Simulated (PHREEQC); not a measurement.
Consider water at 20 °C with 0.0021 mol H2S, 3.1e-05 mol HCl and 0.011 mol ZnCl2 per kg of water. Closed to the air; pH follows from the charge balance.

Computed with PHREEQC (ion-association model, phreeqc.dat).

No solid was allowed to form.

Question: What pH, ionic strength does the model give?

Answer: pH 2.78; ionic strength 0.0316 mol/kgw.

Question: In which forms is Cl present?

Answer: Cl- 99 %, ZnCl+ 1.1 % of the Cl.

The solution is supersaturated, for example in Sphalerite (slow to form), so a real one may precipitate; this is no full list.
